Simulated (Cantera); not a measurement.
An isothermal, constant-pressure homogeneous reactor starts with 51.8 % CH₄, 36.3 % CO₂, 11.9 % H₂, at 1400 K and 0.300 bar.

Detailed kinetics in Cantera: GRI-Mech 3.0 (53 species, 325 reactions).

x: mole fraction; the columns are a selection and need not sum to one.

```
t (s)      x CH₄   x CO₂   x H₂     x H₂O      x H    x CH₂O
--------  ------  ------  -----  --------  -------  --------
0.000500   0.518   0.363  0.119   4.82e-7  1.35e-7  3.13e-10
0.00210    0.518   0.363  0.119   6.92e-6  4.16e-7   1.56e-8
0.00879    0.518   0.363  0.119         ?        ?         ?
0.0368     0.517   0.362  0.120  0.000351  8.72e-7   7.00e-7
0.154      0.512   0.360  0.122   0.00193  1.03e-6   9.09e-7
0.647      0.490   0.348  0.135   0.00895  1.14e-6   8.41e-7
2.71       0.410   0.297  0.175    0.0403  1.49e-6   6.38e-7
11.4       0.228   0.149  0.239     0.142  2.37e-6   3.46e-7
47.7           ?       ?      ?         ?        ?         ?
200       0.0650  0.0304  0.428    0.0906  5.74e-6   4.49e-8
```

Problem. Complete the blanks.

Solution. 
- 0.00879, x H₂O: 5.71e-5
- 0.00879, x H: 6.17e-7
- 0.00879, x CH₂O: 1.87e-7
- 47.7, x CH₄: 0.0776
- 47.7, x CO₂: 0.0526
- 47.7, x H₂: 0.347
- 47.7, x H₂O: 0.166
- 47.7, x H: 4.84e-6
- 47.7, x CH₂O: 1.00e-7
